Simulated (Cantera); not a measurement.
# Transport properties of process gases

Gas mixture: 35.3 % O2, 64.7 % N2, at 10.0 bar, frozen composition.

Cantera's kinetic-theory transport with the Lennard-Jones parameters of GRI-Mech 3.0, ideal gas; thermal conductivity in the mixture-averaged form.

```tsv
T (K)	ρ (kg/m³)	cp (J/kg/K)	μ (µPa s)	λ (mW/m/K)	Pr	D (cm²/s) NO	D (cm²/s) C2H2	D (cm²/s) CO2
400	8.85	1006	23.5	33.2	0.713	0.0343	0.0284	0.0269
500	7.08	1025	27.5	39.8	0.709	0.0504	0.0421	0.0400
600	5.90	1047	31.2	46.2	0.706	0.0686	0.0578	0.0550
700	5.06	1071	34.6	52.5	0.705	0.0890	0.0753	0.0718
800	4.42	1095	37.8	58.6	0.706	0.111	0.0946	0.0902
900	3.93	1119	40.9	64.5	0.708	0.136	0.115	0.110
1000	3.54	1139	43.8	70.3	0.709	0.162	0.138	0.132
1100	3.22	1155	46.6	75.9	0.708	0.190	0.162	0.155
1200	2.95	1169	49.3	81.4	0.708	0.219	0.187	0.179
```
D: mixture-averaged diffusion coefficient of that species in the mixture.
